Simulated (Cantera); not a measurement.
Cantera run:

```python
import numpy as np
import cantera as ct

gas_names = """
    NbO2 O
""".split()
cond_names = """
    Nb(cr) Nb(L)
""".split()


# ... load() reads the species with a 1 bar reference pressure and builds the phases ...
species = {s.name: s for s in load("nasa_gas.yaml", gas_names) + load("nasa_condensed.yaml", cond_names)}
# Each term lists the table entries of one substance; the one whose range holds T is used.
reactions = {
    'NbO2(g) = Nb + 2 O(g)':
        [(-1, ['NbO2']), (1, ['Nb(cr)', 'Nb(L)']), (2, ['O'])],
}


def pick(names, T):
    return next(species[n] for n in names if species[n].thermo.min_temp <= T <= species[n].thermo.max_temp)


results = []
for label, terms in reactions.items():
    print(label)
    print("     T/K   dH/kJ  dS/(J/K)   dG/kJ   log10 K")
    for T in [300, 1550, 1600, 1650, 1700, 1750, 1800, 1850]:
        used = [(nu, pick(names, T)) for nu, names in terms]
        dH = sum(nu * s.thermo.h(T) for nu, s in used) / 1e6
        dS = sum(nu * s.thermo.s(T) for nu, s in used) / 1e3
        dG = dH - T * dS / 1e3
        logK = -dG * 1e6 / (ct.gas_constant * T * np.log(10))
        results.append((label, T, dH, dS, dG, logK, [s.name for _, s in used]))
        print(f"{T:8g} {dH:8.1f} {dS:8.1f} {dG:8.1f} {logK:8.2f}")
```

Result:

```
NbO2(g) = Nb + 2 O(g)
     T/K   dH/kJ  dS/(J/K)   dG/kJ   log10 K
     300    698.4     85.8    672.6  -117.12
    1550    718.1    113.7    541.9   -18.26
    1600    718.9    114.2    536.2   -17.50
    1650    719.7    114.7    530.4   -16.79
    1700    720.4    115.1    524.7   -16.12
    1750    721.2    115.6    518.9   -15.49
    1800    722.0    116.1    513.1   -14.89
    1850    722.8    116.5    507.3   -14.32
```

Cantera with NASA thermochemical tables; ideal gases at 1 bar, condensed phases pure. Condensed species are held in their standard states even where they would react or evaporate.
